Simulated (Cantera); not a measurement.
Feed: 1 mol c-C₄F₈, 3.5 mol H₂, 0.012 mol F₂, equilibrated at 2075 K and 13.3 mbar.

These are equilibrium values from Cantera (NASA tables, ideal gas, pure condensed phases), not measurements of a reactor. The feed counts by its element totals alone. Gases not in the tables: C₂F₆ and larger saturated fluorocarbons. Kinetics and transport are ignored.

```csv
species,before,after
HF,0.938,0.623
F,0.0207,0.174
H,1.33e-5,0.0896
CF₄,0.0171,2.28e-9
C₃,1.23e-8,0.0656
CF,0.000137,0.0246
CF₂,0.0230,0.00151
C₂,1.05e-9,0.00679
C₅,<1e-9,0.00161
C₂H,<1e-9,0.00146
C,1.08e-8,0.00954
C₄,<1e-9,0.000292
C₂H₂ (acetylene),<1e-9,0.000195
"C(graphite), mol",3.69,1.48
```
Gas species are given as mole fractions.

Q: Name the change that produced these shifts.
A) pressure from 13.3 mbar to 3.10 Pa
B) temperature from 2075 K to 1900 K
C) temperature from 2075 K to 3100 K
D) F₂ from 0.012 to 0.22 mol

A: C, temperature from 2075 K to 3100 K
